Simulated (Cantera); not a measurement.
## Equilibrium for silicon oxide and oxynitride deposition: TEOS + NO + N2

Input: 1 mol TEOS, 0.28 mol NO, 1.7 mol N2, held at 1300 K and 94.0 mbar.

These are equilibrium values from Cantera (NASA tables, ideal gas, pure condensed phases), not measurements of a reactor. Candidate condensed phases: C, C6H6, C7H8, C8H18, H2O, Si, SiC, SiO2, Si2N2O, Si3N4; 151 gas species. The feed counts by its element totals alone. The tables hold silica as quartz up to 1696 K and as liquid above; real silica turns to tridymite and cristobalite and melts near 1996 K. Equilibrium is a limit: real reactors are often held back by kinetics, nucleation or transport.

The x(H2) is 0.708 and the x(CO) comes out as 0.161. The x(N2) comes out as 0.130. The x(CH4) comes out as 0.000370. The x(H2O) is 9.79e-5. The x(HCN) comes out as 6.29e-5, the x(CO2) is 1.27e-5 and the x(H) is 3.04e-6. The x(NH3) is 2.51e-6 and the n(C(graphite)) comes out as 5.72 mol. The n(SiO2(β-quartz)) comes out as 1.000 mol and the gas amount is 14.11 mol. The log10 activity of Si(s) (absent) is -5.40.
